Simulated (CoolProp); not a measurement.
CF4 (R14) at 293.15 K and 3.6 MPa flows at 0.22 m/s in a round tube of 50 mm bore and 45 µm roughness, fully developed (64/Re and Nu = 3.66 if laminar; Colebrook and Gnielinski if turbulent). Each further row changes one setting.

Model: reference Helmholtz-energy equation of state, Platzer 1990, in CoolProp. This equation is an older, rougher fit.

```json
[
 {"case": "as stated", "Reynolds number": "84600", "Darcy friction factor": "(withheld)", "pressure drop (Pa/m)": "(withheld)", "heat-transfer coefficient (W/(m² K))": "(withheld)", "mass flow (kg/h)": "235"},
 {"case": "velocity 0.44 m/s", "Reynolds number": "169000", "Darcy friction factor": "(withheld)", "pressure drop (Pa/m)": "6.11", "heat-transfer coefficient (W/(m² K))": "(withheld)", "mass flow (kg/h)": "(withheld)"},
 {"case": "diameter 100 mm", "Reynolds number": "169000", "Darcy friction factor": "0.0189", "pressure drop (Pa/m)": "0.691", "heat-transfer coefficient (W/(m² K))": "(withheld)", "mass flow (kg/h)": "941"}
]
```

Question: Some entries are withheld; supply them.

Answer: 
- as stated, Darcy friction factor: 0.0222
- as stated, pressure drop (Pa/m): 1.63
- as stated, heat-transfer coefficient (W/(m² K)): 77.3
- velocity 0.44 m/s, Darcy friction factor: 0.0209
- velocity 0.44 m/s, heat-transfer coefficient (W/(m² K)): 146
- velocity 0.44 m/s, mass flow (kg/h): 471
- diameter 100 mm, heat-transfer coefficient (W/(m² K)): 65.8

Viscosity comes from a separate model (Huber 2003), an estimate that may be off by 10 % or more. Thermal conductivity comes from a separate model (Huber 2003), an estimate that may be off by 10 % or more.
